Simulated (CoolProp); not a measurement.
Values from CoolProp's reference Helmholtz-energy equation of state, Thol 2014.

Problem. For chloromethane (R40), give the phase and the Z, cp (kJ/(kg K)), cv (kJ/(kg K)), speed of sound (m/s) at 33.85 °C and 6.51 MPa; 48.65 °C and 6.51 MPa; 152.65 °C and 6.51 MPa.

Solution. 
- 33.85 °C and 6.51 MPa: liquid; Z 0.142, cp 1.61, cv 0.958, speed of sound 863
- 48.65 °C and 6.51 MPa: liquid; Z 0.140, cp 1.65, cv 0.952, speed of sound 801
- 152.65 °C and 6.51 MPa: gas; Z 0.552, cp 2.83, cv 1.06, speed of sound 207
